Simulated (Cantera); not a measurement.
A freely propagating, adiabatic, planar premixed flame of 21.9 % CO, 1.58 % H₂, 13.5 % O₂, 50.8 % N₂, 12.3 % CO₂, equivalence ratio 0.87, unburnt at 375 K and 128 Torr; mixture-averaged transport, grid criteria slope 0.08 and curve 0.16, no radiation.

Computed with Cantera and GRI-Mech 3.0 (53 species, 325 reactions). Burning velocities carry a grid error of a few per cent, more on coarse grids.

x: mole fraction of selected species; z is measured from the peak of heat release.

```tsv
z (mm)	T (K)	u (m/s)	x CO	x H₂	x O₂	x O	x HO₂	x OH
-22.1	375	0.396	0.219	0.0158	0.135	<1e-8	<1e-8	<1e-8
-14.7	375	0.396	0.219	0.0157	0.135	<1e-8	<1e-8	<1e-8
-11.1	375	0.396	0.219	0.0157	0.135	<1e-8	<1e-8	<1e-8
-7.37	375	0.396	0.219	0.0153	0.135	<1e-8	___	<1e-8
-3.69	387	0.408	0.219	0.0136	0.135	5.88e-8	___	<1e-8
-1.84	579	0.606	0.207	0.0104	0.128	4.41e-5	___	6.44e-5
0	978	1.00	0.164	0.00451	0.103	0.00330	___	0.000334
1.84	1242	1.25	0.115	0.00113	0.0732	0.0110	___	0.000920
3.69	1383	1.37	0.0889	0.000918	0.0597	0.0127	___	0.00142
7.37	1518	1.49	0.0745	0.000974	0.0531	0.0104	___	0.00196
14.7	1640	1.59	0.0652	0.000848	0.0492	0.00712	___	0.00221
29.5	1744	1.68	0.0549	0.000669	0.0448	0.00473	___	0.00221
59.0	1834	1.75	0.0444	0.000503	0.0402	0.00305	___	0.00206
```

**Question.** Fill in the missing entries.

**Answer.** 
- -7.37, x HO₂: 1.16e-7
- -3.69, x HO₂: 1.54e-5
- -1.84, x HO₂: 6.42e-5
- 0, x HO₂: 1.39e-5
- 1.84, x HO₂: 5.39e-6
- 3.69, x HO₂: 3.40e-6
- 7.37, x HO₂: 2.37e-6
- 14.7, x HO₂: 1.65e-6
- 29.5, x HO₂: 1.09e-6
- 59.0, x HO₂: 6.77e-7
